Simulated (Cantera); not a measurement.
Feed: 1 mol CS₂, 0.13 mol H₂, 0.18 mol H₂O, at 2550 K.

Equilibrium computed with Cantera from the NASA thermochemical tables; the gas is ideal and each condensed phase is pure. Candidate condensed phases: C, C₆H₆, C₇H₈, C₈H₁₈, H₂O, H₂SO₄, S; 123 gas species. The ideal-gas law is rough above about 30 bar. Equilibrium is a limit: real reactors are often held back by kinetics, nucleation or transport.

Problem. Which condensed phases are stable at each of these points (P (Pa)): 10, 65, 420, 2700, 17000, 110000, 720000, 4700000, 30000000?

Solution. 
```json
[
 {"P (Pa)": "10", "condensed phases": "gas only", "C condensed (%)": "0.0"},
 {"P (Pa)": "65", "condensed phases": "gas only", "C condensed (%)": "0.0"},
 {"P (Pa)": "420", "condensed phases": "gas only", "C condensed (%)": "0.0"},
 {"P (Pa)": "2700", "condensed phases": "gas only", "C condensed (%)": "0.0"},
 {"P (Pa)": "17000", "condensed phases": "gas only", "C condensed (%)": "0.0"},
 {"P (Pa)": "110000", "condensed phases": "gas only", "C condensed (%)": "0.0"},
 {"P (Pa)": "720000", "condensed phases": "gas only", "C condensed (%)": "0.0"},
 {"P (Pa)": "4700000", "condensed phases": "C(graphite)", "C condensed (%)": "0.8"},
 {"P (Pa)": "30000000", "condensed phases": "C(graphite)", "C condensed (%)": "8.0"}
]
```

From 10.0 Pa to 720000 Pa nothing is condensed. From 4700000 Pa to 3.00e7 Pa the condensed part is C(graphite).
